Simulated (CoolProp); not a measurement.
R143a along the isobar 9.7 bar: fugacity coefficient from the reference equation and from simpler models built on Tc = 72.7 °C, pc = 37.62 bar, ω = 0.261; each cubic takes its own stable root.

Computed with CoolProp (reference Helmholtz-energy equation of state, Lemmon and Jacobsen 2000).

```csv
T (°C),phase,reference
-33.45,liquid,0.1845
-22.15,liquid,0.2802
-10.85,liquid,0.4059
0.45,liquid,0.5642
11.75,liquid,0.7563
23.05,gas,0.8387
34.35,gas,0.8588
45.65,gas,0.8756
56.95,gas,0.8898
68.25,gas,0.9020
79.55,gas,0.9124
```

### Question
How far does each simpler model (van der Waals, Redlich-Kwong, Soave-Redlich-Kwong) lie from the reference over these 11 states: mean and median of the absolute difference, and the worst?

### Answer
- van der Waals: mean 57.9 %, median 6.1 %, worst +253.0 % at -33.45 °C and 9.7 bar
- Redlich-Kwong: mean 19.0 %, median 3.2 %, worst +61.0 % at -33.45 °C and 9.7 bar
- Soave-Redlich-Kwong: mean 2.2 %, median 2.2 %, worst +4.1 % at 11.75 °C and 9.7 bar

At some of these states van der Waals, Redlich-Kwong gives the other phase, because its saturation line lies elsewhere.
